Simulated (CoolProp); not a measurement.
R227EA along the isobar 938 kPa: Z from the reference equation and from simpler models built on Tc = 374.9 K, pc = 2925 kPa, ω = 0.358; each cubic takes its own stable root.

Model: reference Helmholtz-energy equation of state, Lemmon 2016, in CoolProp.

```tsv
T (K)	phase	reference
238.1	liquid	0.05004
253.9	liquid	0.04850
269.7	liquid	0.04734
285.5	liquid	0.04656
301.3	liquid	0.04620
317.1	liquid	0.04640
332.9	gas	0.7991
348.7	gas	0.8378
364.5	gas	0.8659
380.2	gas	0.8873
396	gas	0.9043
411.8	gas	0.9181
427.6	gas	0.9295
443.4	gas	0.9390
459.2	gas	0.9471
475	gas	0.9540
```

### Question
How far does each simpler model (van der Waals, Redlich-Kwong, Soave-Redlich-Kwong, Peng-Robinson) lie from the reference over these 16 states: mean and median of the absolute difference, and the worst?

### Answer
- van der Waals: mean 226.7 %, median 3.3 %, worst +1696.1 % at 317.1 K and 938 kPa
- Redlich-Kwong: mean 105.8 %, median 1.2 %, worst +1603.2 % at 317.1 K and 938 kPa
- Soave-Redlich-Kwong: mean 4.0 %, median 0.4 %, worst +12.8 % at 317.1 K and 938 kPa
- Peng-Robinson: mean 1.6 %, median 1.1 %, worst -3.8 % at 253.9 K and 938 kPa

At some of these states van der Waals, Redlich-Kwong gives the other phase, because its saturation line lies elsewhere.
